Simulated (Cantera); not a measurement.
Cantera run, input and output.

```python
import numpy as np
import cantera as ct

gas = ct.Solution("gri30.yaml")
gas.TPX = 1823, 280000, {'CH4': 1, 'O2': 6.45, 'N2': 24.3}
reactor = ct.IdealGasConstPressureReactor(gas, energy="on", clone=False)
net = ct.ReactorNet([reactor])
net.rtol, net.atol = 1e-08, 1e-16
show = ['CH4', 'O2', 'CO2', 'H2O', 'C2H2']
times = np.geomspace(2e-06, 0.2, 12)

steps = ct.SolutionArray(gas, extra=["t"])
rows = []
print(f"{'t/s':>10s}{'T/K':>9s}{'P/Pa':>11s}" + "".join(f"{s:>11s}" for s in show))
for t in times:
    while net.time < t:
        t_next = net.step()
        steps.append(gas.state, t=t_next)
    rows.append([np.interp(t, steps.t, y) for y in (steps.T, steps.P, *steps(*show).X.T)])
    print(f"{t:10.3e}{rows[-1][0]:9.1f}{rows[-1][1]:11.4g}" + "".join(f"{x:11.3e}" for x in rows[-1][2:]))
rate = np.gradient(steps.T, steps.t)
print("integrator steps:", len(steps.t))
if steps.T.max() > steps.T[0] + 200:
    print(f"time of steepest temperature rise: {steps.t[rate.argmax()]:.4e} s")
gas.TPX = 1823, 280000, {'CH4': 1, 'O2': 6.45, 'N2': 24.3}
gas.equilibrate("HP")
print(f"equilibrium (HP): T = {gas.T:.1f} K  " + "  ".join(f"{s} {gas[s].X[0]:.3e}" for s in show))
```

Output:

```
       t/s      T/K       P/Pa        CH4         O2        CO2        H2O       C2H2
 2.000e-06   1822.9    2.8e+05  3.147e-02  2.031e-01  3.528e-09  9.529e-06  2.909e-12
 5.696e-06   1822.7    2.8e+05  3.137e-02  2.031e-01  7.144e-08  5.059e-05  4.095e-10
 1.622e-05   1823.4    2.8e+05  3.066e-02  2.027e-01  3.451e-06  4.880e-04  7.974e-08
 4.620e-05   2210.6    2.8e+05  2.011e-13  1.378e-01  1.606e-02  5.271e-02  3.693e-14
 1.316e-04   2408.6    2.8e+05  1.585e-19  1.371e-01  2.917e-02  5.798e-02  7.412e-22
 3.748e-04   2432.5    2.8e+05  2.203e-20  1.376e-01  3.013e-02  5.911e-02 -4.630e-23
 1.067e-03   2431.4    2.8e+05  3.459e-20  1.373e-01  3.014e-02  5.913e-02  1.358e-24
 3.040e-03   2428.2    2.8e+05  3.324e-20  1.365e-01  3.016e-02  5.918e-02  1.263e-24
 8.658e-03   2420.7    2.8e+05  3.031e-20  1.346e-01  3.020e-02  5.929e-02  1.068e-24
 2.466e-02   2410.0    2.8e+05  2.646e-20  1.319e-01  3.027e-02  5.944e-02  8.334e-25
 7.022e-02   2405.1    2.8e+05  2.484e-20  1.306e-01  3.029e-02  5.950e-02  7.424e-25
 2.000e-01   2404.9    2.8e+05  2.477e-20  1.306e-01  3.029e-02  5.951e-02  7.388e-25
integrator steps: 1529
time of steepest temperature rise: 3.8025e-05 s
equilibrium (HP): T = 2404.9 K  CH4 3.795e-20  O2 1.306e-01  CO2 3.029e-02  H2O 5.951e-02  C2H2 8.742e-25
```

Detailed kinetics in Cantera: GRI-Mech 3.0 (53 species, 325 reactions).
